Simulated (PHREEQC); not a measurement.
Dissolve 3.1 mmol/kgw MgCl2, 0.099 mmol/kgw Na2CO3, 28 mmol/kgw KCl and 2.4 mmol/kgw HCl at 20 °C. Closed to the air; pH follows from the charge balance.

The numbers come from PHREEQC with the ion-association model, wateq4f.dat.

Task: The ionic strength comes out as 0.0397 mol/kgw. What activity coefficients do K+, Mg+2, Na+, Cl-, H+ get?

Result: K+ 0.83, Mg+2 0.51, Na+ 0.84, Cl- 0.83, H+ 0.86.

No solid was allowed to form.
